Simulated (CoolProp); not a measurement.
Computed with CoolProp (reference Helmholtz-energy equation of state, Outcalt 1996). It is a modified Benedict-Webb-Rubin equation, recast in Helmholtz form.

### Question
For R152A, give the phase and the speed of sound (m/s) at -49.05 °C and 0.0337 MPa; 210.35 °C and 0.0261 MPa; 100.45 °C and 15.3 MPa.

### Answer
- -49.05 °C and 0.0337 MPa: liquid; speed of sound 1010
- 210.35 °C and 0.0261 MPa: gas; speed of sound 258
- 100.45 °C and 15.3 MPa: liquid; speed of sound 499
